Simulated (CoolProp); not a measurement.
Tetrahydrofuran at 298.15 K and 0.0166 MPa is compressed adiabatically to 0.0335 MPa with isentropic efficiency 0.9. Each further row changes one setting.

Values from CoolProp's reference Helmholtz-energy equation of state, Fiedler 2023.

```tsv
case	work (kJ/kg)	final temperature (K)	final density (kg/m³)
as stated	…	…	0.908
efficiency 1	…	321.1	…
efficiency 0.65	…	…	0.883
```

**Question.** What belongs in the gaps?

**Answer.** 
- as stated, work (kJ/kg): 27.6
- as stated, final temperature (K): 323.4
- efficiency 1, work (kJ/kg): 24.9
- efficiency 1, final density (kg/m³): 0.915
- efficiency 0.65, work (kJ/kg): 38.2
- efficiency 0.65, final temperature (K): 332.4
